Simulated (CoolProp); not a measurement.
Model: reference Helmholtz-energy equation of state, Smukala 2000, in CoolProp.

**Question.** For ethylene, give the phase and the density (kg/m³), cp (kJ/(kg K)), cv (kJ/(kg K)), Joule-Thomson coefficient (K/MPa) at 187.4 K and 5.16 MPa; 279.2 K and 5.16 MPa.

**Answer.** 
- 187.4 K and 5.16 MPa: liquid; density 547, cp 2.42, cv 1.34, Joule-Thomson coefficient -0.380
- 279.2 K and 5.16 MPa: liquid; density 327, cp 6.72, cv 1.54, Joule-Thomson coefficient 2.83
